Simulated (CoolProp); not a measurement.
Saturation properties of hydrogen chloride (Tc = 51.5 °C, pc = 8.314 MPa, ω = 0.130).

Model: reference Helmholtz-energy equation of state, Thol 2018, in CoolProp.

| T (°C) | p (MPa) | liquid density (kg/m³) | vapour density (kg/m³) | enthalpy of vaporisation (kJ/kg) | liquid cp (kJ/(kg K)) |
|---|---|---|---|---|---|
| -55.05 | 0.4300 | 1107 | 9.375 | 408.2 | 1.700 |
| -49.05 | 0.5466 | 1090 | 11.77 | 400.0 | 1.715 |
| -43.15 | 0.6832 | 1073 | 14.56 | 391.6 | 1.733 |
| -37.25 | 0.8439 | 1056 | 17.84 | ? | 1.754 |
| -31.25 | 1.035 | ? | 21.76 | 373.0 | 1.780 |
| -25.35 | 1.252 | 1019 | 26.27 | 363.0 | 1.811 |
| -19.45 | ? | 999.1 | 31.51 | 352.4 | 1.847 |
| -13.45 | 1.792 | 978.3 | ? | 340.8 | 1.892 |

Problem. Some entries are withheld; supply them.

Solution. 
- -37.25, enthalpy of vaporisation (kJ/kg): 382.6
- -31.25, liquid density (kg/m³): 1037
- -19.45, p (MPa): 1.502
- -13.45, vapour density (kg/m³): 37.73

It boils at -85.0 °C under 1 atm.
